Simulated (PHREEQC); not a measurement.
A made-up water analysis in mg/kgw, 50 °C, pH 6.68:

```json
[
 {"constituent": "Na", "mg/kgw": "3940"},
 {"constituent": "K", "mg/kgw": "10.2"},
 {"constituent": "Ca", "mg/kgw": "1290"},
 {"constituent": "Mg", "mg/kgw": "620"},
 {"constituent": "Cl", "mg/kgw": "9050"},
 {"constituent": "S(6) as SO4", "mg/kgw": "1640"},
 {"constituent": "Alkalinity as HCO3", "mg/kgw": "0.568"},
 {"constituent": "Li", "mg/kgw": "26.4"}
]
```

Cl is adjusted to close the charge balance.
Valence states are taken as typed.

Model: Pitzer model, pitzer.dat, run in PHREEQC.

* **ionic strength**: 0.366 mol/kgw
* **activity of water**: 0.992
* **specific conductance**: 41700 µS/cm
* **density**: 1.000 g/cm³
* **osmotic coefficient**: 0.882

| species | molality | activity | log γ |
|---|---|---|---|
| Cl- | 0.257 | 0.171 | -0.175 |
| Na+ | 0.171 | 0.123 | -0.143 |
| Ca+2 | 0.0322 | 0.00737 | -0.640 |
| Mg+2 | 0.0255 | 0.00640 | -0.600 |
| SO4-2 | 0.0171 | 0.00197 | -0.938 |
| Li+ | 0.00380 | 0.00282 | -0.130 |

This is a speciation only: nothing precipitates in the calculation. Complexes and solids missing from the database can't appear. Away from 25 °C the constants follow the database's enthalpies or fits; those with neither stay at their 25 °C values.
